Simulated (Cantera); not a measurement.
Input (Python, Cantera):

```python
import numpy as np
import cantera as ct

gas = ct.Solution("h2o2.yaml")
gas.TPX = 425, 101325, {'H2': 1, 'O2': 0.179, 'N2': 0.671}
flame = ct.FreeFlame(gas, width=0.04)
flame.set_refine_criteria(ratio=3, slope=0.08, curve=0.16)
flame.transport_model = "mixture-averaged"
flame.solve(loglevel=0, auto=True)
z, T = flame.grid, flame.T
thick = (T[-1] - T[0]) / np.gradient(T, z).max()
show = ['H2', 'O2', 'OH', 'H2O', 'O', 'H2O2']
print(f"laminar burning velocity  {flame.velocity[0] * 100:.3f} cm/s")
print(f"burnt temperature         {T[-1]:.1f} K")
print(f"thermal thickness         {thick * 1e3:.4f} mm")
print(f"grid points               {len(z)}")
z0 = z[flame.heat_release_rate.argmax()]
print(f"{'z/mm':>9s}{'T/K':>9s}{'u/(m/s)':>9s}" + "".join(f"{s:>11s}" for s in show))
rows = []
for k in (-3, -2, -1.5, -1, -0.5, -0.25, 0, 0.25, 0.5, 1, 2, 4, 8):
    zz = z0 + k * thick
    rows.append([k * thick, np.interp(zz, z, T), np.interp(zz, z, flame.velocity),
                 *(np.interp(zz, z, flame.X[gas.species_index(s)]) for s in show)])
    print(f"{rows[-1][0] * 1e3:9.3f}{rows[-1][1]:9.1f}{rows[-1][2]:9.3f}" + "".join(f"{x:11.3e}" for x in rows[-1][3:]))
```

Result:

```
laminar burning velocity  435.453 cm/s
burnt temperature         1913.1 K
thermal thickness         0.4125 mm
grid points               126
     z/mm      T/K  u/(m/s)         H2         O2         OH        H2O          O       H2O2
   -1.238    425.0    4.355  5.405e-01  9.676e-02  9.164e-16  6.336e-12  1.079e-13  2.968e-14
   -0.825    425.0    4.355  5.405e-01  9.676e-02  4.914e-14  3.447e-10  5.785e-12  1.998e-12
   -0.619    425.0    4.355  5.405e-01  9.676e-02  1.255e-12  9.652e-09  1.475e-10  6.912e-11
   -0.413    425.3    4.357  5.404e-01  9.678e-02  1.192e-10  8.387e-07  9.120e-09  8.584e-09
   -0.206    468.6    4.754  5.345e-01  9.709e-02  6.013e-05  1.431e-03  8.207e-06  1.503e-05
   -0.103    739.4    7.292  5.026e-01  8.958e-02  4.730e-04  2.458e-02  1.617e-04  2.725e-05
    0.000   1098.1   10.566  4.370e-01  6.311e-02  7.703e-04  8.439e-02  1.063e-03  2.295e-06
    0.103   1343.0   12.864  3.724e-01  2.412e-02  1.266e-03  1.595e-01  1.325e-03  4.510e-07
    0.206   1457.1   13.935  3.477e-01  5.990e-03  1.181e-03  1.946e-01  5.708e-04  2.044e-07
    0.413   1552.9   14.782  3.455e-01  4.005e-04  1.150e-03  2.064e-01  1.798e-04  1.184e-07
    0.825   1642.9   15.540  3.533e-01  3.642e-05  1.148e-03  2.085e-01  1.174e-04  8.426e-08
    1.650   1728.3   16.244  3.617e-01  1.864e-05  1.023e-03  2.100e-01  7.127e-05  4.989e-08
    3.300   1798.9   16.815  3.689e-01  9.217e-06  8.005e-04  2.114e-01  3.576e-05  2.483e-08
```

Computed with Cantera and the H2/O2 subset of GRI-Mech 3.0, which has no nitrogen chemistry. Burning velocities carry a grid error of a few per cent, more on coarse grids.
